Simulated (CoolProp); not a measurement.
C2F6 (R116) along the isotherm -30.95 °C: fugacity coefficient from the reference equation and from simpler models built on Tc = 19.9 °C, pc = 3048 kPa, ω = 0.257; each cubic takes its own stable root.

Computed with CoolProp (reference Helmholtz-energy equation of state, Lemmon 2006). It is a short technical equation, of lower accuracy than the large ones.

```json
[
 {"p (kPa)": "327", "phase": "gas", "reference": "0.9328", "Redlich-Kwong": "0.9378", "Soave-Redlich-Kwong": "0.9335", "Peng-Robinson": "0.9289"},
 {"p (kPa)": "653", "phase": "gas", "reference": "0.8654", "Redlich-Kwong": "0.8763", "Soave-Redlich-Kwong": "0.8676", "Peng-Robinson": "0.8592"},
 {"p (kPa)": "980", "phase": "liquid", "reference": "0.6469", "Redlich-Kwong": "0.7910", "Soave-Redlich-Kwong": "0.6560", "Peng-Robinson": "0.6411"},
 {"p (kPa)": "1310", "phase": "liquid", "reference": "0.4920", "Redlich-Kwong": "0.6029", "Soave-Redlich-Kwong": "0.4995", "Peng-Robinson": "0.4872"},
 {"p (kPa)": "1630", "phase": "liquid", "reference": "0.4018", "Redlich-Kwong": "0.4934", "Soave-Redlich-Kwong": "0.4084", "Peng-Robinson": "0.3975"},
 {"p (kPa)": "1960", "phase": "liquid", "reference": "0.3397", "Redlich-Kwong": "0.4179", "Soave-Redlich-Kwong": "0.3456", "Peng-Robinson": "0.3357"},
 {"p (kPa)": "2290", "phase": "liquid", "reference": "0.2955", "Redlich-Kwong": "0.3643", "Soave-Redlich-Kwong": "0.3011", "Peng-Robinson": "0.2918"},
 {"p (kPa)": "2610", "phase": "liquid", "reference": "0.2634", "Redlich-Kwong": "0.3253", "Soave-Redlich-Kwong": "0.2686", "Peng-Robinson": "0.2599"},
 {"p (kPa)": "2940", "phase": "liquid", "reference": "0.2377", "Redlich-Kwong": "0.2941", "Soave-Redlich-Kwong": "0.2427", "Peng-Robinson": "0.2343"},
 {"p (kPa)": "3270", "phase": "liquid", "reference": "0.2172", "Redlich-Kwong": "0.2692", "Soave-Redlich-Kwong": "0.2220", "Peng-Robinson": "0.2139"},
 {"p (kPa)": "3590", "phase": "liquid", "reference": "0.2010", "Redlich-Kwong": "0.2495", "Soave-Redlich-Kwong": "0.2056", "Peng-Robinson": "0.1977"},
 {"p (kPa)": "3920", "phase": "liquid", "reference": "0.1870", "Redlich-Kwong": "0.2326", "Soave-Redlich-Kwong": "0.1915", "Peng-Robinson": "0.1838"},
 {"p (kPa)": "4240", "phase": "liquid", "reference": "0.1757", "Redlich-Kwong": "0.2188", "Soave-Redlich-Kwong": "0.1800", "Peng-Robinson": "0.1725"},
 {"p (kPa)": "4570", "phase": "liquid", "reference": "0.1656", "Redlich-Kwong": "0.2066", "Soave-Redlich-Kwong": "0.1699", "Peng-Robinson": "0.1624"}
]
```
